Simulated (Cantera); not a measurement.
Feed: 1 mol Si₃N₄, 0.59 mol C, 0.017 mol H₂, at 100 Torr.

Method: chemical equilibrium by Gibbs-energy minimisation in Cantera with the NASA 1993 tables (ideal gas, pure condensed phases). Candidate condensed phases: C, C₆H₆, C₇H₈, C₈H₁₈, Si, SiC, Si₃N₄; 105 gas species. Mutual solubility and eutectic melting of coexisting phases are not modelled. The tables' values for SiN are old estimates; treat these amounts as uncertain. Equilibrium is a limit: real reactors are often held back by kinetics, nucleation or transport.

x: gas mole fraction; n: condensed amount in mol.

| T (K) | x N₂ | x Si | x Si₂C | x SiC₂ | x Si₂ | n Si(l) | n SiC(s) |
|---|---|---|---|---|---|---|---|
| 2625 | 0.874 | 0.0867 | 0.0168 | 0.00318 | 0.00276 | 2.15 | 0.532 |
| 2650 | 0.851 | 0.103 | 0.0211 | 0.00445 | 0.00337 | 2.10 | 0.515 |
| 2675 | 0.824 | 0.121 | 0.0263 | 0.00619 | 0.00410 | 2.03 | 0.491 |
| 2700 | 0.793 | ? | ? | ? | ? | 1.94 | 0.459 |
| 2725 | 0.756 | ? | ? | ? | ? | 1.84 | ? |
| 2750 | 0.712 | 0.194 | 0.0496 | 0.0161 | 0.00724 | 1.70 | 0.354 |
| 2775 | 0.661 | 0.227 | 0.0608 | 0.0219 | 0.00868 | 1.52 | 0.268 |
| 2800 | 0.602 | 0.263 | 0.0743 | 0.0295 | 0.0104 | 1.28 | 0.141 |
| 2825 | 0.539 | 0.305 | 0.0861 | 0.0359 | 0.0124 | 0.956 | 0 |
| 2850 | 0.497 | 0.352 | 0.0839 | 0.0310 | 0.0147 | 0.605 | 0 |
| 2875 | 0.449 | 0.406 | 0.0803 | 0.0258 | 0.0174 | 0.136 | 0 |

Task: What belongs in the gaps?

Result: 
- 2725, x Si: 0.166
- 2725, x Si₂C: 0.0403
- 2725, x SiC₂: 0.0118
- 2725, x Si₂: 0.00601
- 2725, n SiC(s): 0.415
- 2700, x Si: 0.142
- 2700, x Si₂C: 0.0326
- 2700, x SiC₂: 0.00857
- 2700, x Si₂: 0.00497
